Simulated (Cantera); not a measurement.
A perfectly stirred reactor is fed with CH3OH : O2 : N2 = 0.0025 : 0.0021 : 1 (molar parts), equivalence ratio 1.8, at 570000 Pa; it is held at 1200 K, and followed from long to short residence time.

Detailed kinetics in Cantera: GRI-Mech 3.0 (53 species, 325 reactions). GRI-Mech 3.0 was tuned for natural gas; its chemistry of methanol as a main component is partial and can be far from experiment.

```
quantity                   before     after
-----------------------  --------  --------
x(CH3OH) at τ = 1.40 s    1.08e-6   7.31e-7
x(O2) at τ = 1.40 s       2.09e-5   1.44e-5
x(C2H6) at τ = 1.40 s     1.14e-9  5.51e-10
x(CH2O) at τ = 1.40 s     6.63e-7   4.51e-7
x(CO) at τ = 1.40 s       0.00146  0.000925
x(CH3OH) at τ = 30.0 ms   1.28e-5   8.03e-6
x(O2) at τ = 30.0 ms     0.000208  0.000138
x(C2H6) at τ = 30.0 ms    9.55e-9   4.79e-9
x(CH2O) at τ = 30.0 ms    7.72e-6   4.83e-6
x(CO) at τ = 30.0 ms      0.00189   0.00119
```

What was changed between the two runs?
A) N2 1 to 1.6 parts
B) CH3OH 0.0025 to 0.00038 parts
C) pressure from 570000 Pa to 1000000 Pa
D) CH3OH 0.0025 to 0.0081 parts

A, N2 1 to 1.6 parts
